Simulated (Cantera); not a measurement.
**Hydrogen reduction and annealing atmospheres: FeS2 + H2 + N2**

A closed system holds: 1 mol FeS2, a varied amount of H2, 9.3 mol N2, held at 723.15 K and 1.13 Torr.

These are equilibrium values from Cantera (NASA tables, ideal gas, pure condensed phases), not measurements of a reactor. Candidate condensed phases: Fe, FeS, FeS2, S; 16 gas species. FeS: taken at fixed stoichiometry. Rates play no part.

```json
[
 {"n(H2) (mol)": "9.3", "log p H2": "-3.17", "log p N2": "-3.12", "log p H2S": "-4.09", "log p NH3": "-8.48", "log p S2": "-9.67", "n FeS(s)": "1.00"},
 {"n(H2) (mol)": "18", "log p H2": "-3.03", "log p N2": "-3.29", "log p H2S": "-4.26", "log p NH3": "-8.34", "log p S2": "-10.30", "n FeS(s)": "1.00"},
 {"n(H2) (mol)": "34", "log p H2": "-2.94", "log p N2": "-3.49", "log p H2S": "-4.46", "log p NH3": "-8.31", "log p S2": "-10.87", "n FeS(s)": "1.00"},
 {"n(H2) (mol)": "64", "log p H2": "-2.89", "log p N2": "-3.72", "log p H2S": "-4.69", "log p NH3": "-8.35", "log p S2": "-11.43", "n FeS(s)": "1.00"},
 {"n(H2) (mol)": "120", "log p H2": "-2.86", "log p N2": "-3.97", "log p H2S": "-4.94", "log p NH3": "-8.43", "log p S2": "-11.99", "n FeS(s)": "1.00"},
 {"n(H2) (mol)": "230", "log p H2": "-2.84", "log p N2": "-4.23", "log p H2S": "-5.20", "log p NH3": "-8.54", "log p S2": "-12.56", "n FeS(s)": "1.00"},
 {"n(H2) (mol)": "440", "log p H2": "-2.83", "log p N2": "-4.51", "log p H2S": "-5.48", "log p NH3": "-8.66", "log p S2": "-13.12", "n FeS(s)": "1.00"},
 {"n(H2) (mol)": "850", "log p H2": "-2.83", "log p N2": "-4.79", "log p H2S": "-5.76", "log p NH3": "-8.79", "log p S2": "-13.69", "n FeS(s)": "1.00"}
]
```
log p: log10 of the partial pressure in bar; n: condensed amount in mol.

From 9.3 mol H2 to 850 mol H2 the condensed part is FeS(s).
